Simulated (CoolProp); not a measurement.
Vapour pressure (MPa) of c-C4F8 (RC318): the reference equation beside estimates from Tc = 388.4 K, pc = 2.778 MPa, ω = 0.355. Clausius-Clapeyron is anchored at 249.4 K with a constant enthalpy of vaporisation of 24.60 kJ/mol.

Values from CoolProp's reference Helmholtz-energy equation of state, Platzer 1990. This equation is an older, rougher fit; its heat capacities, sound speeds and derivatives of the liquid may be far off and weren't checked against measurements.

```tsv
T (K)	reference	Lee-Kesler	Clausius-Clapeyron
245.8	0.03808	0.03793	0.03828
249.4	0.04555	0.04540	0.04555
252.9	0.05389	0.05375	0.05368
256.5	0.06370	0.06358	0.06326
260	0.07455	0.07445	0.07388
263.6	0.08717	0.08711	0.08631
267.1	0.1010	0.1010	0.09998
270.7	0.1170	0.1170	0.1159
274.2	0.1343	0.1344	0.1332
277.8	0.1542	0.1543	0.1532
281.3	0.1756	0.1758	0.1749
284.9	0.2000	0.2002	0.1998
288.4	0.2260	0.2264	0.2266
292	0.2555	0.2559	0.2571
```

Absolute difference from the reference over all 14 rows, mean and median: Lee-Kesler 0.1 and 0.1 %, Clausius-Clapeyron 0.6 and 0.6 %.
